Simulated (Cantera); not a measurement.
Mixture: CH4 : O2 : N2 = 1 : 0.909 : 3.42 (molar parts), equivalence ratio 2.2, at 0.947 atm, adiabatic and at constant pressure. Ignition delay is the time to a rise of 400 K.

Computed with Cantera and GRI-Mech 3.0 (53 species, 325 reactions).

Predict: delay at 1075 K; delay at 1125 K; delay at 1175 K; delay at 1225 K; delay at 1275 K; delay at 1325 K; delay at 1375 K; apparent activation energy between 1275 and 1375 K.


- delay at 1075 K = 0.503 s
- delay at 1125 K = 0.226 s
- delay at 1175 K = 0.106 s
- delay at 1225 K = 51.9 ms
- delay at 1275 K = 26.2 ms
- delay at 1325 K = 13.6 ms
- delay at 1375 K = 7.28 ms
- apparent activation energy between 1275 and 1375 K = 190 kJ/mol
